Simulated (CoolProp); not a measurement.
Vapour-liquid equilibrium of R125 (1) + propane (2) at 194 kPa; x and y are mole fractions of (1).

Model: multi-fluid Helmholtz-energy mixture model, Lemmon 2005 and Lemmon 2009; pair parameters Bell 2016, in CoolProp.

Problem. Give the bubble temperature and the first vapour's composition at x = 0.35, 0.55, 0.65. Is there an azeotrope?

Solution. x = 0.35: 232.6 K, y = 0.537; x = 0.55: 232.2 K, y = 0.573; x = 0.65: 232.2 K, y = 0.594. y crosses x between x = 0.55 and 0.65: the model has an azeotrope there.

The pair parameters rest on a limited set of measurements; away from them the model extrapolates. With so large a gap from Raoult's law the liquid may split in two, which this calculation doesn't test in full.
